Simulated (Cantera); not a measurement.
Charge: 1 mol Al, 1.9 mol HCl, 49 mol H2, equilibrated at 4.30 Pa.

These are equilibrium values from Cantera (NASA tables, ideal gas, pure condensed phases), not measurements of a reactor. Candidate condensed phases: Al, AlCl3; 12 gas species. Equilibrium is a limit: real reactors are often held back by kinetics, nucleation or transport.

### Question
At 575 K, list the 3 most abundant gas species with their mole fractions, and the condensed phases.

### Answer
H2 0.988, AlCl3 0.0125, Al2Cl6 2.67e-5. Condensed: Al(s).
